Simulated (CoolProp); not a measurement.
R227EA at 293.15 K and 19.8 MPa is throttled through a valve to 7.9 MPa with no heat exchange. Each further row changes one setting.

The numbers come from the reference Helmholtz-energy equation of state, Lemmon 2016 in CoolProp.

```json
[
 {"case": "as stated", "temperature change (K)": "?", "final density (kg/m³)": "?"},
 {"case": "outlet pressure 2.37 MPa", "temperature change (K)": "+3.5", "final density (kg/m³)": "1410"},
 {"case": "outlet pressure 10.3 MPa", "temperature change (K)": "+2.3", "final density (kg/m³)": "?"}
]
```

Problem. What belongs in the gaps?

Solution. 
- as stated, temperature change (K): +2.7
- as stated, final density (kg/m³): 1450
- outlet pressure 10.3 MPa, final density (kg/m³): 1460
